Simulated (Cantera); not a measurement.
Input: 1 mol CH₃OH, 0.35 mol CO₂, 23 mol N₂, held at 1.33 mbar.

These are equilibrium values from Cantera (NASA tables, ideal gas, pure condensed phases), not measurements of a reactor. Candidate condensed phases: C, C₆H₆, C₇H₈, C₈H₁₈, H₂O; 136 gas species. Kinetics and transport are ignored.

x: gas mole fraction; n: condensed amount in mol.

```json
[
 {"T (°C)": "327", "x N₂": "0.892", "x H": "<1e-12", "x H₂": "0.0662", "x CO": "0.00570", "x CO₂": "0.0250", "x O": "<1e-12", "x H₂O": "0.0103", "n C(graphite)": "0.545"},
 {"T (°C)": "527", "x N₂": "0.873", "x H": "2.13e-11", "x H₂": "0.0720", "x CO": "0.0418", "x CO₂": "0.00943", "x O": "<1e-12", "x H₂O": "0.00385", "n C(graphite)": "0"},
 {"T (°C)": "727", "x N₂": "0.873", "x H": "1.63e-8", "x H₂": "0.0690", "x CO": "0.0448", "x CO₂": "0.00641", "x O": "<1e-12", "x H₂O": "0.00687", "n C(graphite)": "0"},
 {"T (°C)": "927", "x N₂": "0.873", "x H": "1.40e-6", "x H₂": "0.0671", "x CO": "0.0468", "x CO₂": "0.00447", "x O": "<1e-12", "x H₂O": "0.00881", "n C(graphite)": "0"},
 {"T (°C)": "1127", "x N₂": "0.873", "x H": "[?]", "x H₂": "0.0659", "x CO": "0.0479", "x CO₂": "[?]", "x O": "[?]", "x H₂O": "0.00995", "n C(graphite)": "0"},
 {"T (°C)": "1327", "x N₂": "0.873", "x H": "[?]", "x H₂": "0.0651", "x CO": "0.0486", "x CO₂": "[?]", "x O": "[?]", "x H₂O": "0.0106", "n C(graphite)": "0"},
 {"T (°C)": "1527", "x N₂": "0.872", "x H": "0.00247", "x H₂": "0.0635", "x CO": "0.0489", "x CO₂": "0.00222", "x O": "8.52e-7", "x H₂O": "0.0110", "n C(graphite)": "0"},
 {"T (°C)": "1727", "x N₂": "0.868", "x H": "0.0108", "x H₂": "0.0590", "x CO": "0.0490", "x CO₂": "0.00199", "x O": "2.69e-5", "x H₂O": "0.0110", "n C(graphite)": "0"},
 {"T (°C)": "1927", "x N₂": "0.857", "x H": "0.0337", "x H₂": "0.0477", "x CO": "0.0485", "x CO₂": "0.00184", "x O": "0.000463", "x H₂O": "0.00955", "n C(graphite)": "0"},
 {"T (°C)": "2127", "x N₂": "0.835", "x H": "0.0749", "x H₂": "0.0296", "x CO": "0.0478", "x CO₂": "0.00125", "x O": "0.00362", "x H₂O": "0.00458", "n C(graphite)": "0"},
 {"T (°C)": "2327", "x N₂": "0.813", "x H": "0.115", "x H₂": "0.0120", "x CO": "0.0474", "x CO₂": "0.000387", "x O": "0.00875", "x H₂O": "0.000633", "n C(graphite)": "0"},
 {"T (°C)": "2527", "x N₂": "0.805", "x H": "0.132", "x H₂": "0.00349", "x CO": "0.0472", "x CO₂": "8.36e-5", "x O": "0.0110", "x H₂O": "4.31e-5", "n C(graphite)": "0"},
 {"T (°C)": "2727", "x N₂": "0.802", "x H": "0.137", "x H₂": "0.00101", "x CO": "0.0471", "x CO₂": "1.94e-5", "x O": "0.0116", "x H₂O": "3.08e-6", "n C(graphite)": "0"}
]
```

Question: Some entries are withheld; supply them.

Answer: 
- 1127, x H: 3.42e-5
- 1127, x CO₂: 0.00333
- 1127, x O: 4.84e-11
- 1327, x H: 0.000380
- 1327, x CO₂: 0.00264
- 1327, x O: 1.18e-8
